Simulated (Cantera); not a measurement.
A perfectly stirred reactor is fed with 17.7 % CO, 0.885 % H2, 6.19 % CH4, 12.8 % O2, 62.5 % N2, at 750 Torr; it is adiabatic with a 325 K inlet, and is followed from long to short residence time, starting on the burning branch (τ in s: 0.22, 0.097, 0.043, 0.019, 0.0082, 0.0036, 0.0016, 0.00069, 0.0003, 0.00013, 5.8e-05).

Cantera simulation using GRI-Mech 3.0 (53 species, 325 reactions); the numbers are that mechanism's predictions, not measurements.

x: mole fraction; the columns are a selection and need not sum to one.

| τ (s) | T (K) | x CO | x H2 | x CH4 | x OH | x NO2 |
|---|---|---|---|---|---|---|
| 0.22 | 1814 | 0.142 | 0.0358 | 0.000261 | (withheld) | 1.39e-10 |
| 0.097 | 1812 | 0.142 | 0.0357 | 0.000251 | (withheld) | 2.17e-10 |
| 0.043 | 1807 | 0.142 | 0.0356 | 0.000206 | (withheld) | 3.06e-10 |
| 0.019 | 1801 | 0.142 | 0.0355 | 0.000172 | (withheld) | 3.98e-10 |
| 0.0082 | 1792 | 0.143 | 0.0353 | 0.000182 | (withheld) | 5.12e-10 |
| 0.0036 | 1779 | 0.143 | 0.0348 | 0.000237 | (withheld) | 6.49e-10 |
| 0.0016 | 1759 | 0.144 | 0.0340 | 0.000350 | (withheld) | 7.92e-10 |
| 0.00069 | 1726 | 0.147 | 0.0327 | 0.000597 | (withheld) | 9.06e-10 |
| 0.00030 | 325 | 0.177 | 0.00885 | 0.0619 | <1e-12 | <1e-12 |
| 0.00013 | 325 | 0.177 | 0.00885 | 0.0619 | <1e-12 | <1e-12 |
| 5.8e-5 | 325 | 0.177 | 0.00885 | 0.0619 | <1e-12 | <1e-12 |

Q: What belongs in the gaps?

A: 
- 0.22, x OH: 6.24e-5
- 0.097, x OH: 9.46e-5
- 0.043, x OH: 0.000158
- 0.019, x OH: 0.000268
- 0.0082, x OH: 0.000418
- 0.0036, x OH: 0.000592
- 0.0016, x OH: 0.000786
- 0.00069, x OH: 0.000992
